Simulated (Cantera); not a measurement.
Feed: 1 mol SiCl4, a varied amount of NH3, at 1698 K and 1.00 Torr.

Equilibrium computed with Cantera from the NASA thermochemical tables; the gas is ideal and each condensed phase is pure. Candidate condensed phases: NH4Cl, Si, Si3N4; 28 gas species. The tables' values for SiCl, SiCl3 are old estimates; treat these amounts as uncertain. Equilibrium is a limit: real reactors are often held back by kinetics, nucleation or transport.

Q: At 9.1 mol NH3, list the 4 most abundant gas species with their mole fractions, and the condensed phases.

A: H2 0.623, N2 0.225, HCl 0.0995, SiCl2 0.0484. Condensed: gas only.
